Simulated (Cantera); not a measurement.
A closed system holds: 1 mol B, 0.056 mol O2, held at 2150 K and 0.00133 bar.

These are equilibrium values from Cantera (NASA tables, ideal gas, pure condensed phases), not measurements of a reactor. Candidate condensed phases: B, B2O3; 10 gas species. Kinetics and transport are ignored.

Base state: BO 0.604, B2O2 0.377, B2O 0.0126, B2O3 0.00553, B 0.00102, BO2 1.66e-5 (mole fractions); condensed: B(s).

**Question.** What changes in the equilibrium state with this change: 0.11 mol HF added?

**Answer.** 
```json
[
 {"species": "BF", "before": "0", "after": "0.337"},
 {"species": "BO", "before": "0.604", "after": "0.203"},
 {"species": "H2", "before": "0", "after": "0.178"},
 {"species": "B2O2", "before": "0.377", "after": "0.0425"},
 {"species": "BOF", "before": "0", "after": "0.123"},
 {"species": "HBO", "before": "0", "after": "0.0585"},
 {"species": "H", "before": "0", "after": "0.0488"},
 {"species": "B2O", "before": "0.0126", "after": "0.00424"},
 {"species": "BF2", "before": "0", "after": "0.00237"},
 {"species": "HF", "before": "0", "after": "0.00141"},
 {"species": "BH2", "before": "0", "after": "0.000186"},
 {"species": "HBO2", "before": "0", "after": "4.41e-5"},
 {"species": "B(s), mol", "before": "0.887", "after": "0.807"}
]
```
The tables' values for BF2, BH2 are old estimates; treat these amounts as uncertain. Further candidate phases: B3O3H3, H2O.

**Question.** What changes in the equilibrium state with this change: O2 from 0.056 to 2.5 mol?

**Answer.** 
| species | before | after |
|---|---|---|
| O2 | <1e-9 | 0.686 |
| B2O3 | 0.00553 | 0.151 |
| BO2 | 1.66e-5 | 0.117 |
| BO | 0.604 | 0.00235 |
| B2O2 | 0.377 | 5.70e-6 |
| B2O | 0.0126 | <1e-9 |
| O | 2.46e-8 | 0.0443 |
| B | 0.00102 | <1e-9 |
| B(s), mol | 0.887 | 0 |
